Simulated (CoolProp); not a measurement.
Vapour-liquid equilibrium of propylene (1) + R142b (2) at 0.416 MPa; x and y are mole fractions of (1).

Computed with CoolProp (multi-fluid Helmholtz-energy mixture model, Lemmon 2013 and Lemmon 2006; pair parameters Bell 2016).

```
x     bubble temperature (K)  y at the bubble point  dew temperature at overall composition x (K)  liquid density (mol/L)
----  ----------------------  ---------------------  --------------------------------------------  ----------------------
0.05                       …                  0.147                                         303.7                   11.03
0.2                    290.3                  0.468                                         299.4                   11.46
0.35                   281.9                  0.662                                         294.6                   11.85
0.5                    275.6                  0.782                                         289.0                   12.20
0.65                       …                  0.864                                         282.5                       …
0.8                    266.8                  0.926                                         274.6                   12.87
0.95                   263.4                  0.982                                         265.3                   13.23
```

**Question.** Some entries are withheld; supply them.

**Answer.** 
- 0.05, bubble temperature (K): 301.0
- 0.65, bubble temperature (K): 270.8
- 0.65, liquid density (mol/L): 12.54

No azeotrope shows between x = 0.05 and 0.95.

The pair parameters rest on a limited set of measurements; away from them the model extrapolates.
